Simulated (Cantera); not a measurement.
Input (Python, Cantera) and output of one run.

```python
import numpy as np
import cantera as ct

gas_names = [...]  # 151 gases of nasa_gas.yaml made of C, H, N, O, Si
cond_names = """
    C(gr) C6H6(L) C7H8(L) C8H18(L),n-octa H2O(s) H2O(L) Si(cr) Si(L) SiC(b) SiO2(Lqz) SiO2(hqz) SiO2(L)
    Si2N2O(s) Si3N4(a)
""".split()


# ... load() reads the species with a 1 bar reference pressure and builds the phases ...
atoms = {
    'SiC': {'Si': 1, 'C': 1},
    'H2O': {'H': 2, 'O': 1},
    'N2': {'N': 2},
}
top_T = {'C(gr)': 4500, 'SiC(b)': 3050, 'Si2N2O(s)': 2100, 'Si3N4(a)': 2400}  # K; cautious upper limits of use, not melting points


# ... equilibrate(T, P, feed) seeds the gas with the atoms and calls Mixture.equilibrate('TP', solver="vcs", rtol=1e-11, max_steps=5000) ...
results = []
feed = {'SiC': 1, 'H2O': 0.015, 'N2': 1.2}  # mol
T = 1748  # K
for P in [0.1, 0.75, 5.6, 42, 320, 2400, 18000, 130000, 1000000]:
    mix = equilibrate(T, P, feed)
    results.append((T, P, feed, dict(zip(mix.species_names, mix.species_moles))))

top = {s: max(r[3][s] / sum(r[3][g] for g in gas_names) for r in results) for s in gas_names}
cols = sorted((s for s in top if top[s] > 1e-05), key=lambda s: -top[s])[:9]
seen = [c for c in cond_names if any(r[3].get(c, 0) > 1e-12 for r in results)]
print("log10 of partial pressures in bar; condensed amounts in mol")
print(f"{'P/Pa':>10s}" + "".join(f"{s[:9]:>10s}" for s in cols + seen))
for T, P, feed, n in results:
    ng = sum(n[g] for g in gas_names)
    print(f"{P:10.4g}" + "".join(f"{np.log10(max(n[s] / ng * P / 1e5, 1e-99)):10.3f}" for s in cols)
          + "".join(f"{n.get(c, 0):10.4g}" for c in seen))
```

It prints:

```
log10 of partial pressures in bar; condensed amounts in mol
      P/Pa        N2        Si        H2         H        CO       SiO       HCN      SiC2      Si2C     C(gr)    SiC(b) Si2N2O(s)  Si3N4(a)
       0.1    -6.026    -7.562    -8.376    -7.829    -7.932   -10.254    -9.527    -9.534    -9.659   0.01965     0.964         0         0
      0.75    -5.142    -7.081    -7.213    -7.248    -7.064    -8.426    -8.983   -10.014    -9.179         0    0.9853         0         0
       5.6    -4.265    -6.580    -6.230    -6.756    -6.326    -6.684    -8.555   -10.516    -8.677         0    0.9895         0         0
        42    -3.388    -6.432    -5.314    -6.298    -5.562    -5.625    -7.806   -10.664    -8.529         0    0.9919         0         0
       320    -2.506    -6.404    -4.417    -5.850    -4.706    -4.713    -6.945   -10.692    -8.502         0    0.9924         0         0
      2400    -1.630    -6.501    -3.536    -5.409    -3.792    -3.992    -5.969   -10.595    -8.599         0    0.9917  0.001545         0
   1.8e+04    -0.754    -7.110    -2.660    -4.971    -2.840    -4.259    -4.483    -9.985    -9.208         0      0.99  0.004828         0
   1.3e+05     0.107    -7.562    -1.802    -4.542    -2.346    -4.668    -3.173    -9.534    -9.659   0.01676    0.9784   0.01079         0
     1e+06     0.988    -8.119    -0.574    -3.928    -2.113    -4.992    -2.118   -10.091   -10.774    0.9991         0   0.01457    0.3236
```

Method: chemical equilibrium by Gibbs-energy minimisation in Cantera with the NASA 1993 tables (ideal gas, pure condensed phases). Mutual solubility and eutectic melting of coexisting phases are not modelled. The tables' values for SiN are old estimates; treat these amounts as uncertain.
